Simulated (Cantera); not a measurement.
Input: 1 mol Al₂O₃, 0.53 mol Li₂O, 1.6 mol O₂, equilibrated at 0.133 bar.

Method: chemical equilibrium by Gibbs-energy minimisation in Cantera with the NASA 1993 tables (ideal gas, pure condensed phases). Candidate condensed phases: Al, Al₂O₃, Li, LiAlO₂, Li₂O; 14 gas species. Mutual solubility and eutectic melting of coexisting phases are not modelled. Condensed phases not in the tables: alloys, solid solutions and most ternary compounds. Rates play no part. All values below are at 1875 °C.

Base state: O₂ 0.994, O 0.00527, Li 0.000339, LiO 0.000179, Li₂O 3.95e-5 (mole fractions); condensed: Al₂O₃(s) + LiAlO₂(l).

Problem. What changes in the equilibrium state with this change: pressure from 0.133 bar to 1 atm?

Solution. 
| species | before | after |
|---|---|---|
| O₂ | 0.994 | 0.998 |
| O | 0.00527 | 0.00191 |
| LiO | 0.000179 | 3.91e-5 |
| Li | 0.000339 | 2.68e-5 |
| Li₂O | 3.95e-5 | 5.20e-6 |
| Al₂O₃(s), mol | 0.470 | 0.470 |
| LiAlO₂(l), mol | 1.06 | 1.06 |
